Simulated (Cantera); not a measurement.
Charge: 1 mol Si₃N₄, 1.3 mol N₂O, 8.3 mol H₂, held at 0.500 bar.

Equilibrium computed with Cantera from the NASA thermochemical tables; the gas is ideal and each condensed phase is pure. Candidate condensed phases: H₂O, Si, SiO₂, Si₂N₂O, Si₃N₄; 35 gas species. Mutual solubility and eutectic melting of coexisting phases are not modelled. Gases not in the tables: Si₂H₆ and higher silanes. Equilibrium is a limit: real reactors are often held back by kinetics, nucleation or transport.

Which condensed phases are stable at each of these points (T (°C)): 1450, 1500, 1550, 1600, 1650, 1700, 1750, 1800, 1850?


```
T (°C)      condensed phases  Si condensed (%)
------  --------------------  ----------------
1450    Si₂N₂O(s) + Si₃N₄(s)             100.0
1500    Si₂N₂O(s) + Si₃N₄(s)              99.9
1550    Si₂N₂O(s) + Si₃N₄(s)              99.8
1600    Si₂N₂O(s) + Si₃N₄(s)              99.5
1650    Si₂N₂O(s) + Si₃N₄(s)              98.8
1700       Si(l) + Si₂N₂O(s)              96.8
1750       Si(l) + Si₂N₂O(s)              88.6
1800       Si(l) + Si₂N₂O(s)              62.1
1850                   Si(l)              56.4
```

From 1450 °C to 1650 °C the condensed part is Si₂N₂O(s) + Si₃N₄(s). From 1700 °C to 1800 °C the condensed part is Si(l) + Si₂N₂O(s). At 1850 °C the condensed part is Si(l).
